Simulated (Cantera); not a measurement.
**Ignition delay**

Mixture: 9.21 % CH4, 13.2 % O2, 77.6 % N2, equivalence ratio 1.4, at 35.0 bar, adiabatic and at constant pressure. Ignition delay is the time to a rise of 400 K.

Cantera simulation using GRI-Mech 3.0 (53 species, 325 reactions); the numbers are that mechanism's predictions, not measurements. The pressure lies above the range GRI-Mech 3.0 was tuned for (to about 10 atm).

```tsv
T0 (K)	delay (ms)
1350	0.406
1425	0.202
1500	0.104
1575	0.0549
1650	0.0297
```

| Property | Value |
|---|---|
| apparent activation energy between 1500 and 1650 K | 170 kJ/mol |
